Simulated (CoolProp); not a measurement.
n-dodecane along the isotherm 620 K: Z from the reference equation and from simpler models built on Tc = 658.1 K, pc = 18.18 bar, ω = 0.574; each cubic takes its own stable root.

Values from CoolProp's reference Helmholtz-energy equation of state, Lemmon 2004. It is a short technical equation, of lower accuracy than the large ones.

```csv
p (bar),phase,reference
0.0862,gas,0.9976
0.139,gas,0.9961
0.225,gas,0.9937
0.364,gas,0.9898
0.587,gas,0.9835
0.949,gas,0.9731
1.53,gas,0.9563
2.48,gas,0.9280
4,gas,0.8806
6.47,gas,0.7961
10.4,gas,0.6233
16.9,liquid,0.1270
27.3,liquid,0.1979
```

Task: How far does each simpler model (van der Waals, Soave-Redlich-Kwong, Peng-Robinson) lie from the reference over these 13 states: mean and median of the absolute difference, and the worst?

Result: 
- van der Waals: mean 14.7 %, median 1.5 %, worst +82.4 % at 620 K and 16.9 bar
- Soave-Redlich-Kwong: mean 5.3 %, median 0.7 %, worst +27.9 % at 620 K and 16.9 bar
- Peng-Robinson: mean 2.6 %, median 0.3 %, worst +13.5 % at 620 K and 16.9 bar
